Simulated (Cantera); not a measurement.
A perfectly stirred reactor is fed with CO : H₂ : CH₄ : O₂ : N₂ = 1 : 0.2 : 0.1 : 1.86 : 7 (molar parts), at 610000 Pa; it is adiabatic with a 400 K inlet, and is followed from long to short residence time, starting on the burning branch (τ in s: 0.029, 0.017, 0.01, 0.0061, 0.0036, 0.0021, 0.0013, 0.00074, 0.00044, 0.00026, 0.00015, 9.1e-05).

Detailed kinetics in Cantera: GRI-Mech 3.0 (53 species, 325 reactions).

### Question
Predict: blow-out, bracketed by the residence times tried; x(CO) at τ = 29.0 ms; x(H₂) at τ = 29.0 ms; x(CH₄) at τ = 29.0 ms; x(N₂O) at τ = 29.0 ms; x(CO) at τ = 1.30 ms; x(H₂) at τ = 1.30 ms; x(CH₄) at τ = 1.30 ms; x(N₂O) at τ = 1.30 ms; x(CH₂CO) at τ = 1.30 ms.

### Answer
```
Item                                                                            Result
------------------------------------------------  ------------------------------------
blow-out, bracketed by the residence times tried  burning at 0.740 ms, out at 0.440 ms
x(CO) at τ = 29.0 ms                                                          0.000819
x(H₂) at τ = 29.0 ms                                                           2.27e-5
x(CH₄) at τ = 29.0 ms                                                          4.75e-6
x(N₂O) at τ = 29.0 ms                                                          2.90e-6
x(CO) at τ = 1.30 ms                                                           0.00802
x(H₂) at τ = 1.30 ms                                                          0.000204
x(CH₄) at τ = 1.30 ms                                                          4.19e-5
x(N₂O) at τ = 1.30 ms                                                          3.99e-6
x(CH₂CO) at τ = 1.30 ms                                                        1.97e-8
```
